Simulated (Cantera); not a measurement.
Charge: 1 mol Si₃N₄, 0.27 mol H₂O, 8.6 mol H₂, held at 1.70 Pa.

Equilibrium computed with Cantera from the NASA thermochemical tables; the gas is ideal and each condensed phase is pure. Candidate condensed phases: H₂O, Si, SiO₂, Si₂N₂O, Si₃N₄; 35 gas species. Mutual solubility and eutectic melting of coexisting phases are not modelled. The numbers say what is thermodynamically allowed, not how fast it happens.

x: gas mole fraction; n: condensed amount in mol.

| T (°C) | x H₂ | x N₂ | x SiO | x H | x Si | n Si₂N₂O(s) | n Si₃N₄(s) | n Si(s) |
|---|---|---|---|---|---|---|---|---|
| 877 | 0.990 | 0.0100 | 2.31e-7 | 1.80e-5 | ___ | 0.270 | 0.820 | 0 |
| 927 | 0.990 | 0.0100 | 2.94e-6 | 4.76e-5 | ___ | 0.270 | 0.820 | 0 |
| 977 | 0.990 | 0.0101 | 3.03e-5 | 0.000117 | ___ | 0.270 | 0.820 | 0 |
| 1027 | 0.970 | 0.0293 | 0.000183 | 0.000264 | ___ | 0.268 | 0.732 | 0.266 |
| 1077 | 0.894 | 0.104 | 0.000877 | 0.000547 | ___ | 0.261 | 0.353 | 1.41 |
| 1127 | 0.823 | 0.168 | 0.00752 | 0.00107 | ___ | 0.189 | 0 | 2.54 |
| 1177 | 0.794 | 0.179 | 0.0242 | 0.00204 | ___ | 0 | 0 | 2.73 |

Some entries are withheld; supply them.


- 877, x Si: 1.20e-9
- 927, x Si: 2.47e-8
- 977, x Si: 3.99e-7
- 1027, x Si: 2.55e-6
- 1077, x Si: 1.17e-5
- 1127, x Si: 4.84e-5
- 1177, x Si: 0.000181
